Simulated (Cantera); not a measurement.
Feed: 1 mol n-butane, 0.06 mol O₂, 33 mol H₂, held at 748.15 K and 10.0 mbar.

Equilibrium computed with Cantera from the NASA thermochemical tables; the gas is ideal and each condensed phase is pure. Candidate condensed phases: C, C₆H₆, C₇H₈, C₈H₁₈, H₂O; 110 gas species. Equilibrium is a limit: real reactors are often held back by kinetics, nucleation or transport.

Base state: H₂ 0.966, CH₄ 0.0308, CO 0.00167, H₂O 0.00155, CO₂ 1.66e-5 (mole fractions); condensed: C(graphite).

### Question
What changes in the equilibrium state with this change: temperature from 748.15 K to 1073.15 K?

### Answer
| species | before | after |
|---|---|---|
| H₂ | 0.966 | 0.996 |
| CO | 0.00167 | 0.00315 |
| CH₄ | 0.0308 | 0.000456 |
| H₂O | 0.00155 | 4.07e-6 |
| CO₂ | 1.66e-5 | 1.39e-8 |
| C(graphite), mol | 2.80 | 3.86 |
